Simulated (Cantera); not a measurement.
# Low-pressure radical oxidation in H2/O2

A perfectly stirred reactor is fed with H₂ : O₂ = 0.33 : 1 (molar parts), at 0.00220 bar; it is held at 975 K, and followed from long to short residence time.

Computed with Cantera and the H2/O2 subset of GRI-Mech 3.0, which has no nitrogen chemistry. Radical loss at walls, strong at low pressure, is not modelled. The temperature is held fixed by assumption; the heat of reaction is taken as removed at once.

```csv
τ (s),x H₂,x O₂,x H,x OH,x O
0.39,0.00853,0.692,0.0274,0.00319,0.0189
0.22,0.0116,0.684,0.0421,0.00371,0.0246
0.13,0.0152,0.675,0.0582,0.00417,0.0298
0.073,0.0203,0.667,0.0757,0.00465,0.0341
0.042,0.0273,0.662,0.0887,0.00509,0.0358
0.024,0.0378,0.662,0.0959,0.00550,0.0350
0.014,0.0533,0.667,0.0960,0.00581,0.0322
0.0078,0.0790,0.677,0.0876,0.00589,0.0274
```
x: mole fraction; the columns are a selection and need not sum to one.
